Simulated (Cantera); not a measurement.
# Equilibrium for fluorocarbon and chlorocarbon gases: CH3Cl + Si

Feed: 1 mol CH3Cl, 0.12 mol Si, at 28000 Pa.

Equilibrium computed with Cantera from the NASA thermochemical tables; the gas is ideal and each condensed phase is pure. Candidate condensed phases: C, C6H6, C7H8, C8H18, Si, SiC; 109 gas species. The tables' values for SiCl, SiCl3 are old estimates; treat these amounts as uncertain. Gases not in the tables: Si2H6 and higher silanes. Rates play no part.

From 2323 K to 2723 K the condensed part is C(graphite). The main Si-bearing gas is SiCl2 throughout.

```json
[
 {"T (K)": "2323", "log p H2": "-0.82", "log p HCl": "-0.99", "log p H": "-2.37", "log p SiCl2": "-1.80", "log p Cl": "-2.68", "log p C2H2 (acetylene)": "-3.13", "log p Si": "-3.83", "n C(graphite)": "0.989"},
 {"T (K)": "2373", "log p H2": "-0.82", "log p HCl": "-0.99", "log p H": "-2.26", "log p SiCl2": "-1.81", "log p Cl": "-2.58", "log p C2H2 (acetylene)": "-3.03", "log p Si": "-3.63", "n C(graphite)": "0.985"},
 {"T (K)": "2423", "log p H2": "-0.82", "log p HCl": "-0.99", "log p H": "-2.16", "log p SiCl2": "-1.82", "log p Cl": "-2.48", "log p C2H2 (acetylene)": "-2.94", "log p Si": "-3.44", "n C(graphite)": "0.981"},
 {"T (K)": "2473", "log p H2": "-0.83", "log p HCl": "-0.99", "log p H": "-2.07", "log p SiCl2": "-1.84", "log p Cl": "-2.38", "log p C2H2 (acetylene)": "-2.85", "log p Si": "-3.27", "n C(graphite)": "0.976"},
 {"T (K)": "2523", "log p H2": "-0.84", "log p HCl": "-1.00", "log p H": "-1.97", "log p SiCl2": "-1.85", "log p Cl": "-2.29", "log p C2H2 (acetylene)": "-2.76", "log p Si": "-3.11", "n C(graphite)": "0.970"},
 {"T (K)": "2573", "log p H2": "-0.85", "log p HCl": "-1.00", "log p H": "-1.89", "log p SiCl2": "-1.88", "log p Cl": "-2.20", "log p C2H2 (acetylene)": "-2.68", "log p Si": "-2.96", "n C(graphite)": "0.962"},
 {"T (K)": "2623", "log p H2": "-0.86", "log p HCl": "-1.00", "log p H": "-1.80", "log p SiCl2": "-1.91", "log p Cl": "-2.11", "log p C2H2 (acetylene)": "-2.61", "log p Si": "-2.83", "n C(graphite)": "0.952"},
 {"T (K)": "2673", "log p H2": "-0.87", "log p HCl": "-1.01", "log p H": "-1.72", "log p SiCl2": "-1.96", "log p Cl": "-2.02", "log p C2H2 (acetylene)": "-2.54", "log p Si": "-2.71", "n C(graphite)": "0.940"},
 {"T (K)": "2723", "log p H2": "-0.88", "log p HCl": "-1.02", "log p H": "-1.65", "log p SiCl2": "-2.01", "log p Cl": "-1.94", "log p C2H2 (acetylene)": "-2.47", "log p Si": "-2.61", "n C(graphite)": "0.926"}
]
```
log p: log10 of the partial pressure in bar; n: condensed amount in mol.
